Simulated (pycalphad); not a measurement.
## Effect of Fe content in Al-Si-Fe

CALPHAD calculation (pycalphad, COST 507 light-alloy database (1999)), 1 atm. These are 1990s assessments: newer ones move some temperatures and phases. Amounts are mole fractions of atoms.

Question: One of these alloys has its liquidus at 724 °C, its solidus at 639 °C, and holds liquid 0.97, AL13FE4 0.03 at 657 °C. Which?
A. Al-0.24Si-2.26Fe (at.%)
B. Al-0.24Si-1.69Fe (at.%)
C. Al-0.24Si-0.56Fe (at.%)
D. Al-0.24Si-9.04Fe (at.%)

Answer: B, Al-0.24Si-1.69Fe (at.%). The others: Al-0.24Si-0.56Fe (at.%), liquidus 655, solidus 639; Al-0.24Si-2.26Fe (at.%), liquidus 762, solidus 639; Al-0.24Si-9.04Fe (at.%), liquidus 1000, solidus 639

Database names, with the compositions (at.%) that they take in these runs: AL13FE4: Al 76 Fe 24.
